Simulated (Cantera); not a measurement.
An adiabatic, constant-pressure homogeneous reactor starts with 12.5 % CH₄, 17.9 % O₂, 67.2 % N₂, 2.38 % H₂O, at 1025 K and 73000 Pa.

Cantera simulation using GRI-Mech 3.0 (53 species, 325 reactions); the numbers are that mechanism's predictions, not measurements.

Question: Predict: time of steepest temperature rise; temperature at 3.00 s; equilibrium temperature; x(O₂) at 3.00 s; x(H₂O) at 3.00 s; x(H₂O₂) at 3.00 s.

Answer: 
```
Item                                                                  Result
---------------------------------  -----------------------------------------
time of steepest temperature rise                                     1.23 s
temperature at 3.00 s                                                 2445 K
equilibrium temperature                                               2445 K
x(O₂) at 3.00 s                    0.000311 (gas-phase equilibrium 0.000311)
x(H₂O) at 3.00 s                         0.192 (gas-phase equilibrium 0.192)
x(H₂O₂) at 3.00 s                    1.80e-8 (gas-phase equilibrium 1.80e-8)
```
